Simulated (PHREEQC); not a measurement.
Consider water at 25 °C with 0.041 mol/kgw KOH, 0.023 mol/kgw K2CO3 and 0.0014 mol/kgw K2HPO4. Closed to the air; pH follows from the charge balance.

Equilibrium calculation in PHREEQC: ion-association model, phreeqc.dat.

No solid was allowed to form.

Question: Order these P species by the share of P that they hold, largest first: HPO4-2, KHPO4-, PO4-3.

Answer: PO4-3 (84 %), HPO4-2 (15 %), KHPO4- (0.89 %)

The pH is 12.47 and the ionic strength 0.117 mol/kgw.
